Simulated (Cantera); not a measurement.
A closed system holds: 1 mol Al(CH₃)₃, 10 mol N₂O, 81 mol H₂, 12 mol O₂, equilibrated at 2198.15 K and 73.0 Pa.

These are equilibrium values from Cantera (NASA tables, ideal gas, pure condensed phases), not measurements of a reactor. Candidate condensed phases: Al, AlN, Al₂O₃, C, C₆H₆, C₇H₈, C₈H₁₈, H₂O; 148 gas species. The feed counts by its element totals alone. The tables' values for AlOH are old estimates; treat these amounts as uncertain. Equilibrium is a limit: real reactors are often held back by kinetics, nucleation or transport.

Base state: H₂ 0.465, H₂O 0.259, H 0.141, N₂ 0.0934, CO 0.0254, OH 0.0109, CO₂ 0.00268, O 0.00230 (mole fractions); condensed: Al₂O₃(s).

Question: What changes in the equilibrium state with this change: H₂ from 81 to 140 mol?

Answer: 
| species | before | after |
|---|---|---|
| H₂ | 0.465 | 0.595 |
| H₂O | 0.259 | 0.163 |
| H | 0.141 | 0.159 |
| N₂ | 0.0934 | 0.0581 |
| OH | 0.0109 | 0.00608 |
| CO | 0.0254 | 0.0166 |
| AlO₂H | 7.13e-5 | 5.66e-5 |
| O₂ | 0.000539 | 0.000131 |
| CO₂ | 0.00268 | 0.000863 |
| Al₂O₃(s), mol | 0.493 | 0.486 |
